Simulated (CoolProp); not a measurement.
Hydrogen chloride along the isobar 94.2 bar: Z from the reference equation and from simpler models built on Tc = 51.5 °C, pc = 83.14 bar, ω = 0.130; each cubic takes its own stable root.

The numbers come from the reference Helmholtz-energy equation of state, Thol 2018 in CoolProp.

```json
[
 {"T (°C)": "-82.55", "phase": "liquid", "reference": "0.1819"},
 {"T (°C)": "-70.35", "phase": "liquid", "reference": "0.1753"},
 {"T (°C)": "-58.15", "phase": "liquid", "reference": "0.1698"},
 {"T (°C)": "-45.95", "phase": "liquid", "reference": "0.1654"},
 {"T (°C)": "-33.75", "phase": "liquid", "reference": "0.1619"},
 {"T (°C)": "-21.55", "phase": "liquid", "reference": "0.1594"},
 {"T (°C)": "-9.35", "phase": "liquid", "reference": "0.1580"},
 {"T (°C)": "2.85", "phase": "liquid", "reference": "0.1577"},
 {"T (°C)": "15.15", "phase": "liquid", "reference": "0.1591"}
]
```

How far does each simpler model (van der Waals, Redlich-Kwong, Soave-Redlich-Kwong, Peng-Robinson) lie from the reference over these 9 states: mean and median of the absolute difference, and the worst?


- van der Waals: mean 65.0 %, median 65.0 %, worst +66.9 % at -82.55 °C and 94.2 bar
- Redlich-Kwong: mean 16.9 %, median 16.2 %, worst +21.3 % at 15.15 °C and 94.2 bar
- Soave-Redlich-Kwong: mean 15.2 %, median 14.5 %, worst +19.1 % at 15.15 °C and 94.2 bar
- Peng-Robinson: mean 2.1 %, median 1.4 %, worst +5.6 % at 15.15 °C and 94.2 bar
